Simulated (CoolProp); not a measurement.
Vapour-liquid equilibrium of propane (1) + cyclohexane (2) at 292.5 K; x and y are mole fractions of (1).

Computed with CoolProp (multi-fluid Helmholtz-energy mixture model, Lemmon 2009 and Zhou 2014; pair parameters Bell 2016).

```tsv
x	bubble pressure, mixture model (kPa)	bubble pressure, Raoult's law (kPa)	y, mixture model	y, Raoult's law
0.05	59.53	50.64	0.836	0.812
0.125	131.8	111.6	0.929	0.921
0.2	201.1	172.5	0.956	0.953
0.275	266.9	233.4	0.968	0.969
0.35	329.2	294.3	0.976	0.978
0.425	388.1	355.2	0.981	0.984
0.5	444.2	416.1	0.984	0.988
0.575	498.0	477.0	0.987	0.991
0.65	550.5	538.0	0.990	0.993
0.725	602.9	598.9	0.992	0.995
0.8	656.5	659.8	0.994	0.997
0.875	713.3	720.7	0.996	0.998
0.95	775.7	781.6	0.998	0.999
```

The largest gap from Raoult's law is +18.1 % in bubble pressure, at x = 0.125. No azeotrope shows between x = 0.05 and 0.95.

Pair parameters are fitted to limited data, so mixtures are less certain than the pure fluids. The gap from Raoult's law changes sign with composition, which may be real or a fault of the pair parameters; it wasn't checked against measurements.
